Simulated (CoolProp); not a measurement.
Saturated liquid density (kg/m³) of fluorine: the reference equation beside estimates from Tc = 144.4 K, pc = 5.240 MPa, ω = 0.045. Rackett uses Z = 0.29056 − 0.08775 ω.

The numbers come from the reference Helmholtz-energy equation of state, de Reuck 1990 in CoolProp.

| T (K) | reference | Rackett | van der Waals | Redlich-Kwong | Soave-Redlich-Kwong | Peng-Robinson |
|---|---|---|---|---|---|---|
| 82.3 | 1521 | 1544 | 1043 | 1540 | 1527 | 1723 |
| 89.7 | 1468 | 1491 | 1007 | 1479 | 1469 | 1660 |
| 97 | 1414 | 1436 | 969.1 | 1412 | 1406 | 1591 |
| 104.4 | 1354 | 1375 | 927.0 | 1338 | 1335 | 1512 |
| 111.7 | 1290 | 1310 | 881.0 | 1255 | 1255 | 1423 |
| 119.1 | 1217 | 1237 | 828.1 | 1160 | 1162 | 1317 |
| 126.4 | 1133 | 1153 | 767.2 | 1050 | 1055 | 1193 |
| 133.8 | 1025 | 1046 | 690.6 | 913.7 | 918.7 | 1035 |

Absolute difference from the reference over all 8 rows, mean and median: Rackett 1.6 and 1.6 %, van der Waals 31.8 and 31.6 %, Redlich-Kwong 3.6 and 2.0 %, Soave-Redlich-Kwong 3.4 and 2.1 %, Peng-Robinson 9.4 and 11.0 %.
